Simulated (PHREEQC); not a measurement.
1 kg of water holding 0.18 mol NaCl, 0.011 mol Na2SO4 and 0.011 mol NaHCO3 is evaporated at 25 °C; the solids stay in contact with the brine. CO2 from the air is kept out. Only these solids could form: Burkeite, Halite, Mirabilite, Nahcolite, Natron, Thenardite, Trona.

The series has 28 steps of water left (kg), from 1 to 0.005009.

Computed with PHREEQC (Pitzer model, pitzer.dat).

### Question
Which solids form, in which order, and at which step of the series does each first stand?

### Answer
Nahcolite from water left = 0.03564 kg (pH 7.19); Halite from water left = 0.0293 kg (pH 7.14); Thenardite from water left = 0.01337 kg (pH 7.12).
